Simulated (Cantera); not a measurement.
An isothermal, constant-pressure homogeneous reactor starts with C2H6 : N2 = 1 : 2.6 (molar parts), at 1325 K and 750 Torr. Integrator tolerance rtol = 1e-08.

Cantera simulation using GRI-Mech 3.0 (53 species, 325 reactions); the numbers are that mechanism's predictions, not measurements. GRI-Mech 3.0 stops at C3 and has no aromatics, soot or wall deposition, so with more carbon than oxygen in the feed, carbon stays in small species such as C2H2 where larger ones or solid carbon would form.

Task: What does this change do: C2H6 1 to 5.1 parts?

Result: 
```tsv
quantity	before	after
x(C2H6) at 20.0 s	0.000235 (gas-phase equilibrium 0.000180)	0.000722 (gas-phase equilibrium 0.000647)
x(C2H2) at 20.0 s	0.103 (gas-phase equilibrium 0.0717)	0.160 (gas-phase equilibrium 0.136)
x(H2) at 20.0 s	0.171 (gas-phase equilibrium 0.177)	0.238 (gas-phase equilibrium 0.244)
x(CH3) at 20.0 s	1.24e-5 (gas-phase equilibrium 1.11e-5)	2.21e-5 (gas-phase equilibrium 2.10e-5)
x(CH4) at 20.0 s	0.142 (gas-phase equilibrium 0.143)	0.320 (gas-phase equilibrium 0.319)
x(C2H) at 20.0 s	2.49e-10 (gas-phase equilibrium 1.54e-10)	3.07e-10 (gas-phase equilibrium 2.49e-10)
```

Task: What does this change do: N2 2.6 to 3.5 parts?

Result: 
```csv
quantity,before,after
x(C2H6) at 20.0 s,0.000235 (gas-phase equilibrium 0.000180),0.000168 (gas-phase equilibrium 0.000123)
x(C2H2) at 20.0 s,0.103 (gas-phase equilibrium 0.0717),0.0909 (gas-phase equilibrium 0.0598)
x(H2) at 20.0 s,0.171 (gas-phase equilibrium 0.177),0.155 (gas-phase equilibrium 0.160)
x(CH3) at 20.0 s,1.24e-5 (gas-phase equilibrium 1.11e-5),1.04e-5 (gas-phase equilibrium 9.14e-6)
x(CH4) at 20.0 s,0.142 (gas-phase equilibrium 0.143),0.111 (gas-phase equilibrium 0.112)
x(C2H) at 20.0 s,2.49e-10 (gas-phase equilibrium 1.54e-10),2.37e-10 (gas-phase equilibrium 1.35e-10)
```
